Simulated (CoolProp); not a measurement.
Values from CoolProp's reference Helmholtz-energy equation of state, Wagner 2002.

Task: For water, give the phase and the cp (kJ/(kg K)), speed of sound (m/s), Joule-Thomson coefficient (K/MPa), viscosity (µPa s) at 664 K and 0.101 MPa.

Result: 
- 664 K and 0.101 MPa: gas; cp 2.06, speed of sound 628, Joule-Thomson coefficient 7.77, viscosity 24.1

Viscosity comes from a separate model (Huber 2009).
